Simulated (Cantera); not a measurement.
A perfectly stirred reactor is fed with CH₄ : H₂ : O₂ = 0.004 : 1 : 0.0025 (molar parts), equivalence ratio 200, at 1330 Pa; it is held at 2300 K, and followed from long to short residence time.

Detailed kinetics in Cantera: GRI-Mech 3.0 (53 species, 325 reactions). Radical loss at walls, strong at low pressure, is not modelled.

One state of this run: x CH₄ = 0.000192; x H₂ = 0.959; x O₂ = 7.77e-7; x HO₂ = 1.12e-10; x HCO = 5.33e-9; x CH₃ = 0.000131; x C₂H₄ = 1.50e-7. x: mole fraction; the columns are a selection and need not sum to one.

Question: Which value of τ (s) does it belong to?
A. 1.4
B. 0.36
C. 0.0015
D. 5.7

Answer: B, 0.36
